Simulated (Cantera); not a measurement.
A diamond (100) surface in a fixed gas of H2 with x(CH4) = 0.013, x(H) = 0.02, x(CH3) = 6.2e-05, 0.0770 bar; coverages are run to steady state.

Detailed kinetics in Cantera: the Harris–Goodwin 1993 mechanism for the reconstructed diamond (100) surface.

θ: site fractions in the mechanism's names (c6HH fully hydrogenated, c6H* and c6*H radical sites, c6** diradical, c6HM methylated).

```tsv
T (K)	growth (µm/h)	θ c6HH	θ c6H*	θ c6*H	θ c6**	θ c6HM
950	1.98	0.642	0.0144	0.334	0.00674	0.00209
1000	2.52	0.595	0.0186	0.374	0.00982	0.00168
1050	3.09	0.551	0.0232	0.410	0.0137	0.00136
1100	3.59	0.510	0.0282	0.441	0.0185	0.00108
1150	3.89	0.473	0.0334	0.469	0.0242	0.000819
1200	3.76	0.438	[?]	0.492	[?]	[?]
1250	3.19	0.406	0.0442	0.511	0.0383	0.000336
1300	2.48	0.377	0.0496	0.526	0.0466	0.000173
1350	1.97	0.351	0.0549	0.538	0.0557	8.07e-5
1400	[?]	0.328	[?]	0.547	[?]	[?]
```

Q: Fill in the missing entries.

A: 
- 1200, θ c6H*: 0.0388
- 1200, θ c6**: 0.0309
- 1200, θ c6HM: 0.000564
- 1400, growth (µm/h): 1.73
- 1400, θ c6H*: 0.0601
- 1400, θ c6**: 0.0653
- 1400, θ c6HM: 3.59e-5
